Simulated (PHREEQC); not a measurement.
Solution (25 °C): 0.0013 mol/kgw CaSO4 and 0.00013 mol/kgw NaF. Closed to the air; pH follows from the charge balance.

Equilibrium calculation in PHREEQC: ion-association model, phreeqc.dat.

Precipitation was switched off in this run.

Predict the pH, ionic strength, specific conductance.

pH 7.04; ionic strength 0.00479 mol/kgw; specific conductance 307 µS/cm.

In which forms is Ca present?

Ca+2 90 %, CaSO4 10 % of the Ca.

Complexes and solids missing from the database can't appear.
